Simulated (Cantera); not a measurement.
A closed system holds: 1 mol C₃H₆, 0.052 mol NH₃, 2.9 mol H₂, 0.055 mol O₂, held at 1.00 bar.

Method: chemical equilibrium by Gibbs-energy minimisation in Cantera with the NASA 1993 tables (ideal gas, pure condensed phases). Candidate condensed phases: C, C₆H₆, C₇H₈, C₈H₁₈, H₂O; 136 gas species. Kinetics and transport are ignored.

Over these rows the condensed part is C(graphite). Partial pressures as log10 of bar:

| T (K) | 1000/T (1/K) | log p C₂H₂ (acetylene) | log p H₂ | log p CO |
|---|---|---|---|---|
| 1600 | 0.6250 | -4.57 | -0.01 | -1.74 |
| 1800 | 0.5556 | -3.77 | -0.01 | -1.74 |
| 2000 | 0.5000 | -3.13 | -0.01 | -1.75 |
| 2200 | 0.4545 | -2.61 | -0.01 | -1.75 |
| 2400 | 0.4167 | ? | -0.02 | -1.75 |
| 2600 | 0.3846 | -1.82 | -0.03 | -1.75 |

Q: Fit log p(C₂H₂ (acetylene)) = a + b·(1000/T) to the five rows, give the apparent enthalpy, and predict the row at 2400 K.

A: Means: 1000/T = 0.5039, log p = -3.180. Sxy = -0.389433, Sxx = 0.0340262, so b = -11.45 and a = -3.180 − (-11.45)×0.5039 = 2.59.
Apparent enthalpy: −19.145 × (-11.45) = 219 kJ/mol. With the condensed phases at unit activity, 2 C(graphite) + H₂(g) = C₂H₂ (acetylene)(g) links this pressure to the main gases: over the six rows their terms move log p by -0.02 in all, so the slope is close to that reaction's ΔH°. The five rows lie within 0.01 of the line.
Prediction at 2400 K: 2.59 + (-11.45)×0.4167 = -2.18. The computed value is -2.18, 0.00 from the line.
